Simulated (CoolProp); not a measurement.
Benzene along the isobar 0.751 MPa: fugacity coefficient from the reference equation and from simpler models built on Tc = 562.0 K, pc = 4.906 MPa, ω = 0.211; each cubic takes its own stable root.

Model: reference Helmholtz-energy equation of state, Thol 2012, in CoolProp.

```csv
T (K),phase,reference
333.8,liquid,0.07136
355.9,liquid,0.1443
378,liquid,0.2631
400.1,liquid,0.4404
422.1,liquid,0.6854
444.2,gas,0.8867
466.3,gas,0.9038
488.4,gas,0.9175
510.5,gas,0.9288
532.6,gas,0.9381
```

### Question
How far does each simpler model (Redlich-Kwong, Soave-Redlich-Kwong) lie from the reference over these 10 states: mean and median of the absolute difference, and the worst?

### Answer
- Redlich-Kwong: mean 24.1 %, median 15.3 %, worst +68.0 % at 333.8 K and 0.751 MPa
- Soave-Redlich-Kwong: mean 0.6 %, median 0.5 %, worst +1.3 % at 422.1 K and 0.751 MPa

At some of these states Redlich-Kwong gives the other phase, because its saturation line lies elsewhere.
